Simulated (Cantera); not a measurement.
Cantera run:

```python
import numpy as np
import cantera as ct

gas_names = """
    CL CL2 H HCL H2 Si SiCL SiCL2 SiCL3 SiCL4 SiH SiHCL3 SiH2 SiH2CL2 SiH3 SiH3CL SiH4 Si2 Si3
""".split()
cond_names = """
    Si(cr) Si(L)
""".split()


def load(file, names, dense=False):
    # The tables refer to 1 bar. Condensed volumes are neglected.
    table = {s.name: s for s in ct.Species.list_from_file(file)}
    out = []
    for n in names:
        d = dict(table[n].input_data)
        d["thermo"] = dict(d["thermo"], **{"reference-pressure": 1e5})
        if dense:
            d["equation-of-state"] = {"model": "constant-volume", "density": "1e6 g/cm^3"}
        out.append(ct.Species.from_dict(d))
    return out


gas = ct.Solution(thermo="ideal-gas", species=load("nasa_gas.yaml", gas_names))
cond = {s.name: ct.Solution(thermo="fixed-stoichiometry", species=[s], name=s.name)
        for s in load("nasa_condensed.yaml", cond_names, dense=True)}
atoms = {
    'SiH4': {'Si': 1, 'H': 4},
    'HCl': {'H': 1, 'CL': 1},
    'H2': {'H': 2},
}
top_T = {}  # K; cautious upper limits of use, not melting points


def equilibrate(T, P, feed):
    n = {}
    for name, mol in feed.items():
        for a, k in atoms[name].items():
            n[a] = n.get(a, 0.0) + k * mol
    gas.TPX = T, P, n
    mass = sum(n.values()) * gas.mean_molecular_weight
    gas.equilibrate("TP")
    valid = [c for c in cond.values() if c.min_temp <= T <= top_T.get(c.name, c.max_temp)]
    mix = ct.Mixture([(gas, mass / gas.mean_molecular_weight)] + [(c, 0.0) for c in valid])
    mix.T, mix.P = T, P
    mix.equilibrate("TP", solver="vcs", rtol=1e-11, max_steps=5000)
    return mix


results = []
T = 2575  # K
P = 133.322  # Pa
for m in [0.083, 0.11, 0.15, 0.2, 0.28, 0.37, 0.5, 0.68, 0.92, 1.2, 1.7, 2.3, 3.1]:
    feed = {'SiH4': 1, 'HCl': m, 'H2': 850}  # mol
    mix = equilibrate(T, P, feed)
    results.append((T, P, feed, dict(zip(mix.species_names, mix.species_moles))))
    x = sorted(zip(gas.X, gas.species_names), reverse=True)
    print(f"T = {T:g} K  P = {P:g} Pa  n(HCl) = {m:g} mol  gas = {mix.phase_moles(0):.4g} mol")
    print("   x: " + "  ".join(f"{s} {v:.3e}" for v, s in x if v > 1e-06))
    print("   condensed (mol): " + ("  ".join(f"{mix.phase(i).name} {mix.phase_moles(i):.4g}"
          for i in range(1, mix.n_phases) if mix.phase_moles(i) > 1e-12) or "none"))
```

It prints:

```
T = 2575 K  P = 133.322 Pa  n(HCl) = 0.083 mol  gas = 1218 mol
   x: H 5.996e-01  H2 3.995e-01  Si 8.162e-04  CL 3.495e-05  HCL 3.317e-05  SiH 4.456e-06
   condensed (mol): none
T = 2575 K  P = 133.322 Pa  n(HCl) = 0.11 mol  gas = 1218 mol
   x: H 5.996e-01  H2 3.995e-01  Si 8.162e-04  CL 4.632e-05  HCL 4.395e-05  SiH 4.456e-06
   condensed (mol): none
T = 2575 K  P = 133.322 Pa  n(HCl) = 0.15 mol  gas = 1218 mol
   x: H 5.996e-01  H2 3.995e-01  Si 8.162e-04  CL 6.316e-05  HCL 5.993e-05  SiH 4.455e-06
   condensed (mol): none
T = 2575 K  P = 133.322 Pa  n(HCl) = 0.2 mol  gas = 1219 mol
   x: H 5.995e-01  H2 3.995e-01  Si 8.161e-04  CL 8.422e-05  HCL 7.990e-05  SiH 4.455e-06
   condensed (mol): none
T = 2575 K  P = 133.322 Pa  n(HCl) = 0.28 mol  gas = 1219 mol
   x: H 5.995e-01  H2 3.994e-01  Si 8.160e-04  CL 1.179e-04  HCL 1.119e-04  SiH 4.454e-06
   condensed (mol): none
T = 2575 K  P = 133.322 Pa  n(HCl) = 0.37 mol  gas = 1219 mol
   x: H 5.995e-01  H2 3.994e-01  Si 8.159e-04  CL 1.558e-04  HCL 1.478e-04  SiH 4.453e-06
   condensed (mol): none
T = 2575 K  P = 133.322 Pa  n(HCl) = 0.5 mol  gas = 1219 mol
   x: H 5.994e-01  H2 3.993e-01  Si 8.158e-04  CL 2.105e-04  HCL 1.997e-04  SiH 4.452e-06
   condensed (mol): none
T = 2575 K  P = 133.322 Pa  n(HCl) = 0.68 mol  gas = 1219 mol
   x: H 5.994e-01  H2 3.992e-01  Si 8.156e-04  CL 2.862e-04  HCL 2.715e-04  SiH 4.451e-06
   condensed (mol): none
T = 2575 K  P = 133.322 Pa  n(HCl) = 0.92 mol  gas = 1220 mol
   x: H 5.993e-01  H2 3.991e-01  Si 8.154e-04  CL 3.871e-04  HCL 3.672e-04  SiH 4.449e-06
   condensed (mol): none
T = 2575 K  P = 133.322 Pa  n(HCl) = 1.2 mol  gas = 1220 mol
   x: H 5.992e-01  H2 3.990e-01  Si 8.151e-04  CL 5.048e-04  HCL 4.787e-04  SiH 4.446e-06
   condensed (mol): none
T = 2575 K  P = 133.322 Pa  n(HCl) = 1.7 mol  gas = 1221 mol
   x: H 5.990e-01  H2 3.988e-01  Si 8.145e-04  CL 7.148e-04  HCL 6.776e-04  SiH 4.442e-06
   condensed (mol): none
T = 2575 K  P = 133.322 Pa  n(HCl) = 2.3 mol  gas = 1222 mol
   x: H 5.988e-01  H2 3.985e-01  CL 9.666e-04  HCL 9.160e-04  Si 8.139e-04  SiH 4.437e-06
   condensed (mol): none
T = 2575 K  P = 133.322 Pa  n(HCl) = 3.1 mol  gas = 1223 mol
   x: H 5.985e-01  H2 3.981e-01  CL 1.302e-03  HCL 1.233e-03  Si 8.131e-04  SiH 4.431e-06
   condensed (mol): none
```

Method: chemical equilibrium by Gibbs-energy minimisation in Cantera with the NASA 1993 tables (ideal gas, pure condensed phases).
